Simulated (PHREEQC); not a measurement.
NaOH is added in steps, without added water, to 1 kg of water holding 47 mmol/kgw SrCl2, 5.2 mmol/kgw CO2 and 29 mmol/kgw KCl, at 20 °C. O2 is buffered at 0.21 atm. The system is closed to CO2. Only these solids could form: Strontianite, Halite, Nahcolite, Natron.

Base run: PHREEQC, ion-association model, wateq4f.dat. Each further column changes one thing. The table gives C in solution (mol/kgw).

| NaOH added (mol) | base | Davies equation for every ion | all activity coefficients set to 1 | metal-ligand complexes left out |
|---|---|---|---|---|
| 0 | 0.00520 | 0.00520 | 0.00520 | 0.00520 |
| 0.012 | 4.25e-7 | 4.22e-7 | 3.14e-7 | 1.21e-7 |
| 0.024 | 4.32e-7 | 4.27e-7 | 3.15e-7 | 1.21e-7 |
| 0.036 | 4.46e-7 | 4.41e-7 | 3.19e-7 | 1.28e-7 |
| 0.048 | 4.61e-7 | 4.55e-7 | 3.23e-7 | 1.35e-7 |
| 0.06 | 4.77e-7 | 4.70e-7 | 3.28e-7 | 1.43e-7 |
| 0.072 | 4.94e-7 | 4.85e-7 | 3.33e-7 | 1.50e-7 |
| 0.084 | 5.11e-7 | 5.00e-7 | 3.38e-7 | 1.58e-7 |
| 0.096 | 5.29e-7 | 5.16e-7 | 3.44e-7 | 1.65e-7 |
| 0.108 | 5.48e-7 | 5.32e-7 | 3.50e-7 | 1.73e-7 |
| 0.12 | 5.67e-7 | 5.49e-7 | 3.56e-7 | 1.80e-7 |
